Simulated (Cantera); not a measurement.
Charge: 1 mol CuO, 17 mol CO, equilibrated at 101000 Pa.

Cantera equilibrium calculation (NASA polynomials, part measured and part estimated; ideal gas, pure solids and liquids). Candidate condensed phases: C, Cu, CuO, Cu2O; 15 gas species. Kinetics and transport are ignored.

### Question
At 1650 K, list the 3 most abundant gas species with their mole fractions, and the condensed phases.

### Answer
CO 0.941, CO2 0.0588, Cu 8.01e-5. Condensed: Cu(l).
